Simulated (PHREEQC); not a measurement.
## Arsenic or selenium liquor: an equilibrium model

Solution (25 °C): 0.017 mol/kgw Na2SeO3 and 0.0024 mol/kgw H3PO4. Closed to the air; pH follows from the charge balance.

Computed with PHREEQC (ion-association model, wateq4f.dat).

Each row changes one thing in this solution. No solid was allowed to form.

```tsv
case	pH	ionic strength (mol/kgw)	SeO3-2 (mol/kgw)	HSeO3- (mol/kgw)
as made	8.66	0.0485	0.0122	0.00476
temperature from 25 to 65 °C	8.63	0.0484	0.0122	0.00483
temperature from 25 to 45 °C	8.64	0.0484	0.0122	0.00478
diluted 2-fold with water	8.71	0.0243	0.00612	0.00238
H3PO4 left out	10.19	0.0508	0.0168	0.000190
H3PO4 replaced by (NH4)2HPO4 at the same molality	9.14	0.0543	0.0151	0.00188
H3PO4 from 0.0024 to 0.0036 mol/kgw	8.39	0.0472	0.00992	0.00708
```

Species that the database lacks are ignored. H3PO4, which wateq4f.dat lacks, is added to it with the constant of phreeqc.dat. Constants without temperature data keep their 25 °C values here.
